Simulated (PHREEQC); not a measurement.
Consider water at 25 °C with 0.075 mol/kgw NaHSO4. Closed to the air; pH follows from the charge balance.

Computed with PHREEQC (Pitzer model, pitzer.dat).

Task: The ionic strength comes out as 0.152 mol/kgw. What activity coefficients do H+, SO4-2, Na+, HSO4- get?

Result: H+ 0.72, SO4-2 0.26, Na+ 0.74, HSO4- 0.75. Single-ion values are on the MacInnes scale.

This is a speciation only: nothing precipitates in the calculation. Species that the database lacks are ignored.
